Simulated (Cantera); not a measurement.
Charge: 1 mol FeS2, 75 mol H2, at 875 °C and 0.825 Torr.

These are equilibrium values from Cantera (NASA tables, ideal gas, pure condensed phases), not measurements of a reactor. Candidate condensed phases: Fe, FeS, FeS2, S; 8 gas species. FeS: taken at fixed stoichiometry. Gases not in the tables: S3 to S7. Equilibrium is a limit: real reactors are often held back by kinetics, nucleation or transport.

Base state: H2 0.987, H2S 0.0130, S2 0.000140, SH 3.06e-5 (mole fractions); condensed: FeS(s).

Q: What changes in the equilibrium state with this change: 0.18 mol CO2 added?

A: 
```json
[
 {"species": "H2", "before": "0.987", "after": "0.982"},
 {"species": "H2S", "before": "0.0130", "after": "0.0130"},
 {"species": "H2O", "before": "0", "after": "0.00239"},
 {"species": "CO", "before": "0", "after": "0.00239"},
 {"species": "S2", "before": "0.000140", "after": "0.000141"},
 {"species": "SH", "before": "3.06e-5", "after": "3.06e-5"},
 {"species": "FeS(s), mol", "before": "1.00", "after": "1.00"}
]
```
Further candidate phases: C, C6H6, C7H8, C8H18, Fe(CO)5, FeO, Fe(OH)2, Fe(OH)3, FeSO4, Fe2O3, Fe2(SO4)3, Fe3O4, H2O, H2SO4.
